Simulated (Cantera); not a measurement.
Feed: 1 mol Fe3O4, 110 mol H2, held at 1000 Pa.

Method: chemical equilibrium by Gibbs-energy minimisation in Cantera with the NASA 1993 tables (ideal gas, pure condensed phases). Candidate condensed phases: Fe, FeO, Fe(OH)2, Fe(OH)3, Fe2O3, Fe3O4, H2O; 12 gas species. Equilibrium is a limit: real reactors are often held back by kinetics, nucleation or transport.

log p: log10 of the partial pressure in bar; n: condensed amount in mol.

```csv
T (°C),log p H2,log p H2O,log p H,log p Fe,log p OH,n Fe(α),n Fe(γ)
650,-2.02,-3.44,-10.62,<-14,<-14,3.00,0
750,-2.02,-3.44,-9.39,-13.35,(withheld),3.00,0
850,-2.02,-3.44,-8.38,-11.51,(withheld),3.00,0
950,-2.02,-3.44,-7.53,-9.98,(withheld),0,3.00
1050,-2.02,-3.44,-6.81,-8.68,(withheld),0,3.00
1150,-2.02,-3.44,-6.19,-7.57,(withheld),0,3.00
1250,-2.02,-3.44,-5.64,-6.61,(withheld),0,3.00
1350,-2.02,-3.44,-5.17,-5.78,(withheld),0,2.98
```

**Question.** Complete the blanks.

**Answer.** 
- 750, log p OH: -13.39
- 850, log p OH: -12.09
- 950, log p OH: -11.00
- 1050, log p OH: -10.07
- 1150, log p OH: -9.27
- 1250, log p OH: -8.58
- 1350, log p OH: -7.97
